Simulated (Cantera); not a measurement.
A freely propagating, adiabatic, planar premixed flame of H2 : O2 : N2 = 1 : 0.192 : 0.769 (molar parts), unburnt at 425 K and 0.0987 atm; mixture-averaged transport, grid criteria slope 0.08 and curve 0.16, no radiation.

Model: the H2/O2 subset of GRI-Mech 3.0, which has no nitrogen chemistry, integrated in Cantera. Burning velocities carry a grid error of a few per cent, more on coarse grids.

x: mole fraction of selected species; z is measured from the peak of heat release.

```
z (mm)  T (K)  u (m/s)   x H2      x O2       x O       x H      x OH      x H2O2
------  -----  -------  -----  --------  --------  --------  --------  ----------
-25.8     425     3.32  0.510    0.0979     <1e-8     <1e-8     <1e-8       <1e-8
-17.2     425     3.32  0.510    0.0979     <1e-8     <1e-8     <1e-8       <1e-8
-12.9     425     3.32  0.510    0.0979     <1e-8     <1e-8     <1e-8       <1e-8
-8.59     425     3.32  0.510    0.0979     <1e-8   1.07e-8     <1e-8       <1e-8
-4.30     441     3.44  0.508    0.0978   7.88e-6  0.000229   4.51e-5  (withheld)
-2.15     631     4.84  0.481    0.0924  0.000119   0.00944  0.000223  (withheld)
0         989     7.38  0.373    0.0565   0.00194    0.0624  0.000735  (withheld)
2.15     1208     9.00  0.287   0.00654   0.00104     0.101  0.000935  (withheld)
4.30     1286     9.54  0.282  0.000480  0.000349    0.0983  0.000897  (withheld)
8.59     1372     10.1  0.290  0.000106  0.000306    0.0871   0.00110     2.04e-8
17.2     1471     10.8  0.299   9.08e-5  0.000280    0.0730   0.00131     2.09e-8
34.4     1574     11.4  0.309   6.91e-5  0.000223    0.0579   0.00142  (withheld)
68.7     1671     12.0  0.319   4.48e-5  0.000150    0.0433   0.00137  (withheld)
```

Problem. What belongs in the gaps?

Solution. 
- -4.30, x H2O2: 2.72e-6
- -2.15, x H2O2: 1.97e-6
- 0, x H2O2: 6.80e-8
- 2.15, x H2O2: 2.72e-8
- 4.30, x H2O2: 1.79e-8
- 34.4, x H2O2: 1.71e-8
- 68.7, x H2O2: 1.11e-8
